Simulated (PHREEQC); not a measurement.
A solution holds 0.0033 mol/kgw HF, 0.6 mol/kgw Na2CO3 and 0.00225 mol/kgw KCl, at 25 °C. Closed to the air; pH follows from the charge balance.

Model: ion-association model, phreeqc.dat, run in PHREEQC.

### Question
The ionic strength comes out as 0.946 mol/kgw. What activity coefficients do F-, OH-, Cl-, HCO3-, CO3-2 get?

### Answer
F- 0.58, OH- 0.58, Cl- 0.61, HCO3- 0.66, CO3-2 0.19.

Precipitation was switched off in this run. Caution: at this ionic strength the ion-association model is outside its range; a Pitzer model would be the better tool where its parameters exist.
